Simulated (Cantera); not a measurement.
A closed system holds: 1 mol CCl₄, 0.015 mol Si, equilibrated at 1475 K and 10000 Pa.

Cantera equilibrium calculation (NASA polynomials, part measured and part estimated; ideal gas, pure solids and liquids). Candidate condensed phases: C, Si, SiC; 24 gas species. The numbers say what is thermodynamically allowed, not how fast it happens.

Base state: Cl₂ 0.849, Cl 0.143, SiCl₄ 0.00701, CCl₄ 1.65e-5 (mole fractions); condensed: C(graphite).

Q: What changes in the equilibrium state with this change: Si from 0.015 to 0.62 mol?

A: 
| species | before | after |
|---|---|---|
| Cl₂ | 0.849 | 0.468 |
| SiCl₄ | 0.00701 | 0.425 |
| Cl | 0.143 | 0.107 |
| SiCl₃ | 5.15e-7 | 4.20e-5 |
| CCl₄ | 1.65e-5 | 5.01e-6 |
| C(graphite), mol | 1.000 | 1.000 |
The tables' values for SiCl₃ are old estimates; treat these amounts as uncertain.

Q: What changes in the equilibrium state with this change: temperature from 1475 K to 3500 K?

A: 
| species | before | after |
|---|---|---|
| Cl | 0.143 | 0.907 |
| C₃ | <1e-9 | 0.0587 |
| C | <1e-9 | 0.0174 |
| Cl₂ | 0.849 | 0.000206 |
| C₂ | <1e-9 | 0.0112 |
| Si | <1e-9 | 0.00188 |
| SiCl₄ | 0.00701 | <1e-9 |
| C₅ | <1e-9 | 0.00135 |
| SiC₂ | <1e-9 | 0.00123 |
| C₄ | <1e-9 | 0.000400 |
| C(graphite), mol | 1.000 | 0 |
The tables' values for CCl, SiCl are old estimates; treat these amounts as uncertain.
